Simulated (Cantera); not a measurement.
**C₂H₆ + NH₃ + N₂ (carbon deposition, reforming and gasification)**

Charge: 1 mol C₂H₆, 1.6 mol NH₃, 16 mol N₂, at 5.18 Torr.

Cantera equilibrium calculation (NASA polynomials, part measured and part estimated; ideal gas, pure solids and liquids). Candidate condensed phases: C, C₆H₆, C₇H₈, C₈H₁₈; 92 gas species. Kinetics and transport are ignored.

| T (K) | x N₂ | x H₂ | x H | x HCN | x CN | x HNC | x C₃ | n C(graphite) |
|---|---|---|---|---|---|---|---|---|
| 950 | 0.757 | 0.243 | 3.30e-9 | 9.58e-7 | <1e-12 | 9.63e-10 | <1e-12 | 2.00 |
| 1150 | 0.757 | 0.243 | 4.43e-7 | 1.79e-5 | <1e-12 | 6.87e-8 | <1e-12 | 2.00 |
| 1350 | 0.757 | 0.243 | 1.41e-5 | 0.000140 | 1.94e-11 | 1.37e-6 | <1e-12 | 2.00 |
| 1550 | 0.756 | 0.243 | 0.000187 | 0.000637 | 2.95e-9 | 1.26e-5 | <1e-12 | 1.99 |
| 1750 | 0.755 | 0.241 | 0.00138 | 0.00204 | 1.41e-7 | 6.90e-5 | 3.44e-12 | 1.95 |
| 1950 | 0.752 | 0.236 | 0.00671 | 0.00508 | 3.02e-6 | 0.000263 | 1.13e-9 | 1.88 |
| 2150 | 0.742 | 0.222 | 0.0239 | 0.0104 | 3.61e-5 | 0.000759 | 1.24e-7 | 1.73 |
| 2350 | 0.722 | 0.192 | 0.0657 | 0.0177 | 0.000280 | 0.00172 | 5.98e-6 | 1.50 |
| 2550 | 0.688 | 0.140 | 0.140 | 0.0248 | 0.00155 | 0.00308 | 0.000154 | 1.18 |
| 2750 | 0.644 | 0.0789 | 0.231 | 0.0282 | 0.00656 | 0.00428 | 0.00245 | 0.635 |
x: gas mole fraction; n: condensed amount in mol.

From 950 K to 2750 K the condensed part is C(graphite). The main C-bearing gas is CH₄ at 950 K and HCN at 2750 K. The share of C in condensed phases is highest at 1150 K (100.0 %) and lowest at 2750 K (31.7 %).
